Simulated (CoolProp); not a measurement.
A simple Rankine cycle with hydrogen sulfide: condensing at 295.15 K, boiler at 5.03 MPa, turbine inlet 380.5 K, turbine efficiency 0.75, pump efficiency 0.8, no recuperator. Each further row changes one setting.

Values from CoolProp's reference Helmholtz-energy equation of state, Lemmon 2006. It is a short technical equation, of lower accuracy than the large ones.

```csv
case,thermal efficiency (%),net work (kJ/kg),heat in (kJ/kg),turbine exit temperature (K),volume ratio over the turbine
as stated,9.1,43.9,480,305.3,2.31
turbine inlet 400.5 K,9.6,48.9,510,324.2,2.30
condensing temperature 287.15 K,10.6,52.5,497,292.3,2.75
boiler pressure 3.52 MPa,6.5,32.7,505,333.2,1.70
turbine efficiency 0.65,7.8,37.4,480,310.2,2.37
```
